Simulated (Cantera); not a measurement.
An adiabatic, constant-volume homogeneous reactor starts with CH4 : CO : O2 : N2 : CO2 = 1 : 0.12 : 3.68 : 13.8 : 0.93 (molar parts), equivalence ratio 0.56, at 1698 K and 970000 Pa. Integrator tolerance rtol = 1e-08.

Computed with Cantera and GRI-Mech 3.0 (53 species, 325 reactions).

What does this change do: pressure from 970000 Pa to 200000 Pa?


```csv
quantity,before,after
time of steepest temperature rise,31.2 µs,0.113 ms
temperature at 7.00 s,2774 K,2694 K
equilibrium temperature,2774 K,2694 K
x(CH4) at 7.00 s,<1e-12 (gas-phase equilibrium <1e-12),<1e-12 (gas-phase equilibrium <1e-12)
x(CO) at 7.00 s,0.0116 (gas-phase equilibrium 0.0116),0.0168 (gas-phase equilibrium 0.0168)
x(O2) at 7.00 s,0.0745 (gas-phase equilibrium 0.0745),0.0767 (gas-phase equilibrium 0.0767)
x(C2H6) at 7.00 s,<1e-12 (gas-phase equilibrium <1e-12),<1e-12 (gas-phase equilibrium <1e-12)
x(HO2) at 7.00 s,2.41e-5 (gas-phase equilibrium 2.41e-5),1.37e-5 (gas-phase equilibrium 1.37e-5)
x(OH) at 7.00 s,0.0117 (gas-phase equilibrium 0.0117),0.0140 (gas-phase equilibrium 0.0140)
x(H2O2) at 7.00 s,1.22e-6 (gas-phase equilibrium 1.22e-6),4.67e-7 (gas-phase equilibrium 4.67e-7)
```

What does this change do: initial temperature 1698 to 1575 K?


```
quantity                                                            before                                    after
---------------------------------  ---------------------------------------  ---------------------------------------
time of steepest temperature rise                                  31.2 µs                                  82.6 µs
temperature at 7.00 s                                               2774 K                                   2707 K
equilibrium temperature                                             2774 K                                   2707 K
x(CH4) at 7.00 s                     <1e-12 (gas-phase equilibrium <1e-12)    <1e-12 (gas-phase equilibrium <1e-12)
x(CO) at 7.00 s                      0.0116 (gas-phase equilibrium 0.0116)  0.00870 (gas-phase equilibrium 0.00870)
x(O2) at 7.00 s                      0.0745 (gas-phase equilibrium 0.0745)    0.0748 (gas-phase equilibrium 0.0748)
x(C2H6) at 7.00 s                    <1e-12 (gas-phase equilibrium <1e-12)    <1e-12 (gas-phase equilibrium <1e-12)
x(HO2) at 7.00 s                   2.41e-5 (gas-phase equilibrium 2.41e-5)  2.14e-5 (gas-phase equilibrium 2.14e-5)
x(OH) at 7.00 s                      0.0117 (gas-phase equilibrium 0.0117)  0.00981 (gas-phase equilibrium 0.00981)
x(H2O2) at 7.00 s                  1.22e-6 (gas-phase equilibrium 1.22e-6)  1.14e-6 (gas-phase equilibrium 1.14e-6)
```
